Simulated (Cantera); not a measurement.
**Adiabatic ignition**

An adiabatic, constant-volume homogeneous reactor starts with C3H8 : O2 : N2 = 1 : 2.08 : 7.83 (molar parts), equivalence ratio 2.4, at 1800 K and 2.80 bar.

Computed with Cantera and GRI-Mech 3.0 (53 species, 325 reactions). GRI-Mech 3.0 was tuned for natural gas; its chemistry of propane as a main component is partial and can be far from experiment.

```tsv
t (s)	T (K)	P (bar)	x C3H8	x O2	x CH2O	x NO	x HCN
2.00e-6	1744	2.82	0.0564	0.174	0.00487	1.68e-9	6.63e-9
4.85e-6	2051	3.72	0.00187	0.0989	0.00657	1.23e-7	5.35e-7
1.18e-5	2987	6.29	3.49e-11	1.44e-5	1.64e-5	0.000334	0.000750
2.85e-5	2946	6.30	<1e-12	1.76e-5	1.40e-7	0.000941	0.000303
6.91e-5	2925	6.26	<1e-12	2.25e-5	9.16e-8	0.000849	7.80e-6
0.000168	2927	6.27	<1e-12	2.32e-5	9.13e-8	0.000538	3.15e-6
0.000406	2928	6.27	<1e-12	2.35e-5	9.13e-8	0.000396	2.35e-6
0.000985	2928	6.27	<1e-12	2.35e-5	9.13e-8	0.000377	2.24e-6
0.00239	2928	6.27	<1e-12	2.35e-5	9.13e-8	0.000377	2.24e-6
0.00579	2928	6.27	<1e-12	2.35e-5	9.13e-8	0.000377	2.24e-6
0.0140	2928	6.27	<1e-12	2.35e-5	9.13e-8	0.000377	2.24e-6
0.0340	2928	6.27	<1e-12	2.35e-5	9.13e-8	0.000377	2.24e-6
0.0825	2928	6.27	<1e-12	2.35e-5	9.13e-8	0.000377	2.24e-6
0.200	2928	6.27	<1e-12	2.35e-5	9.13e-8	0.000377	2.24e-6
```
x: mole fraction; the columns are a selection and need not sum to one.

```yaml
time_of_steepest_temperature_rise: 5.93 µs
temperature at 0.200 s: 2928 K
equilibrium_temperature: 2928 K
x(C3H8) at 0.200 s: <1e-12 (gas-phase equilibrium <1e-12)
x(O2) at 0.200 s: 2.35e-5 (gas-phase equilibrium 2.35e-5)
x(CH2O) at 0.200 s: 9.13e-8 (gas-phase equilibrium 9.13e-8)
```
